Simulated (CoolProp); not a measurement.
A single-stage vapour-compression cycle with the fluid: evaporating at 227.15 K (dew point), condensing at 264.15 K (bubble point), superheat 2 K, subcooling 2 K, compressor efficiency 0.65, no pressure losses. The same conditions are run with several fluids, on thermodynamics alone (safety and materials aside).

Model: reference Helmholtz-energy equation of state of each fluid (fluoroethane (R161): Wu 2012; trans-2-butene: Lemmon 2005; sulfur dioxide: Gao 2016; isobutene: Lemmon 2005; nitrous oxide: Lemmon 2006; CH3F (R41): Lemmon 2006), in CoolProp.

| fluid | cooling COP | pressure ratio | discharge temperature (K) | refrigerating effect (kJ/kg) | volumetric capacity (kJ/m³) |
|---|---|---|---|---|---|
| fluoroethane (R161) | 3.51 | 4.75 | [?] | 366 | 639 |
| trans-2-butene | 3.59 | 6.23 | 302.5 | 374 | 122 |
| sulfur dioxide | 3.38 | 7.09 | 404.2 | 374 | 189 |
| isobutene | 3.57 | 5.79 | 299.1 | 354 | 171 |
| nitrous oxide | [?] | [?] | [?] | 255 | 4960 |
| CH3F (R41) | 3.27 | 3.47 | 333.9 | 360 | 3280 |

Task: Complete the blanks.

Result: 
- fluoroethane (R161), discharge temperature (K): 321.6
- nitrous oxide, cooling COP: 3.18
- nitrous oxide, pressure ratio: 3.26
- nitrous oxide, discharge temperature (K): 329.9
